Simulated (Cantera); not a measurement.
A perfectly stirred reactor is fed with CH3OH : O2 : N2 = 0.017 : 0.01 : 1 (molar parts), equivalence ratio 2.6, at 2.40 bar; it is held at 1475 K, and followed from long to short residence time.

Computed with Cantera and GRI-Mech 3.0 (53 species, 325 reactions). GRI-Mech 3.0 was tuned for natural gas; its chemistry of methanol as a main component is partial and can be far from experiment.

Q: What does this change do: pressure from 2.40 bar to 1.20 bar?

A: 
```tsv
quantity	before	after
x(CH3OH) at τ = 0.810 s	1.27e-6	1.19e-6
x(O2) at τ = 0.810 s	2.08e-5	2.04e-5
x(CO2) at τ = 0.810 s	0.00404	0.00404
x(C2H2) at τ = 0.810 s	2.88e-6	2.77e-6
x(NO) at τ = 0.810 s	2.69e-7	1.07e-6
x(CH3OH) at τ = 17.0 ms	1.59e-5	1.63e-5
x(O2) at τ = 17.0 ms	0.000248	0.000261
x(CO2) at τ = 17.0 ms	0.00319	0.00316
x(C2H2) at τ = 17.0 ms	7.15e-6	8.08e-6
x(NO) at τ = 17.0 ms	9.87e-7	2.04e-6
```

Q: What does this change do: pressure from 2.40 bar to 1.01 bar?

A: 
```tsv
quantity	before	after
x(CH3OH) at τ = 0.810 s	1.27e-6	1.15e-6
x(O2) at τ = 0.810 s	2.08e-5	1.99e-5
x(CO2) at τ = 0.810 s	0.00404	0.00405
x(C2H2) at τ = 0.810 s	2.88e-6	2.57e-6
x(NO) at τ = 0.810 s	2.69e-7	1.43e-6
x(CH3OH) at τ = 17.0 ms	1.59e-5	1.64e-5
x(O2) at τ = 17.0 ms	0.000248	0.000263
x(CO2) at τ = 17.0 ms	0.00319	0.00316
x(C2H2) at τ = 17.0 ms	7.15e-6	8.22e-6
x(NO) at τ = 17.0 ms	9.87e-7	2.28e-6
```
